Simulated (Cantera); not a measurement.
# Equilibrium for hydrogen reduction and annealing atmospheres: Fe₂O₃ + H₂

A closed system holds: 1 mol Fe₂O₃, 0.39 mol H₂, at 2.10 mbar.

These are equilibrium values from Cantera (NASA tables, ideal gas, pure condensed phases), not measurements of a reactor. Candidate condensed phases: Fe, FeO, Fe(OH)₂, Fe(OH)₃, Fe₂O₃, Fe₃O₄, H₂O; 12 gas species. Mutual solubility and eutectic melting of coexisting phases are not modelled. The tables' stoichiometric FeO is somewhat more stable than real wüstite, so its field is too wide. FeO: taken at fixed stoichiometry. The numbers say what is thermodynamically allowed, not how fast it happens.

At 750 K the condensed part is Fe₃O₄(s). From 900 K to 1500 K the condensed part is FeO(s) + Fe₃O₄(s). From 1650 K to 1800 K the condensed part is FeO(l) + Fe₃O₄(s). At 1950 K the condensed part is FeO(l).

```csv
T (K),x H₂O,x O₂,x H₂,x OH,x O,x H,x FeO,x Fe,n Fe₃O₄(s),n FeO(s),n FeO(l)
750,0.855,<1e-12,0.145,<1e-12,<1e-12,2.63e-12,<1e-12,<1e-12,0.667,0,0
900,0.880,<1e-12,0.120,6.07e-12,<1e-12,8.84e-10,<1e-12,<1e-12,0.657,0.0293,0
1050,0.938,<1e-12,0.0618,2.13e-9,<1e-12,4.40e-8,<1e-12,<1e-12,0.634,0.0976,0
1200,0.962,4.93e-11,0.0380,1.70e-7,3.84e-12,8.39e-7,5.21e-12,2.58e-10,0.625,0.126,0
1350,0.974,2.78e-8,0.0260,5.10e-6,1.54e-9,8.39e-6,1.40e-9,1.92e-8,0.620,0.140,0
1500,0.981,4.47e-6,0.0192,7.77e-5,1.87e-7,5.32e-5,1.19e-7,5.84e-7,0.617,0.148,0
1650,0.984,0.000290,0.0148,0.000724,9.62e-6,0.000241,4.39e-6,9.22e-6,0.615,0,0.154
1800,0.962,0.0232,0.00743,0.00576,0.000404,0.000674,7.46e-5,4.93e-5,0.593,0,0.220
1950,0.539,0.427,0.00353,0.0206,0.00644,0.00149,0.000801,0.000297,0,0,2.00
```
x: gas mole fraction; n: condensed amount in mol.
